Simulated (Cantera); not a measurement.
Feed: 1 mol Si, 0.5 mol Cl2, equilibrated at 450 K and 0.113 Torr.

Method: chemical equilibrium by Gibbs-energy minimisation in Cantera with the NASA 1993 tables (ideal gas, pure condensed phases). Candidate condensed phases: Si; 9 gas species. Kinetics and transport are ignored.

Base state: SiCl4 1.00 (mole fractions); condensed: Si(s).

Question: What changes in the equilibrium state with this change: 0.00066 mol HF added?

Answer: 
```
species     before     after
----------  ------  --------
SiCl4         1.00     0.997
SiHCl3           0   0.00123
H2               0  0.000700
SiF4             0  0.000659
Si(s), mol   0.750     0.750
```
